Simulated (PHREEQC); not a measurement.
**Reverse-osmosis permeate**

A made-up water analysis in mg/kgw, 20 °C, pH 6.1, pe -0.7: Na 1.92; K 0.045; Ca 8.15; Mg 0.72; Cl 5.6; S(6) as SO4 7.78; Alkalinity as HCO3 14.5; Sr 0.0114; Br 0.97; Ba 0.239; Li 0.0653.

Valence states are taken as typed.

Equilibrium calculation in PHREEQC: ion-association model, phreeqc.dat.

This is a speciation only: nothing precipitates in the calculation.

Problem. Estimate the charge-balance error.

Solution. charge-balance error -0.5 %.

Problem. In which forms is Ba present?

Solution. Ba+2 97 %, BaSO4 2.9 % of the Ba.
